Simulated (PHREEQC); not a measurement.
A solution holds 0.0018 mol K2CO3 per kg of water, at 85 °C. Closed to the air; pH follows from the charge balance.

All values are PHREEQC results (ion-association model, wateq4f.dat), not measurements.

Precipitation was switched off in this run.

Task: Estimate the pH, ionic strength.

Result: pH 9.60; ionic strength 0.00409 mol/kgw.

Task: In which forms is C present?

Result: HCO3- 73 %, CO3-2 27 % of the C.

Species that the database lacks are ignored. Constants without temperature data keep their 25 °C values here.
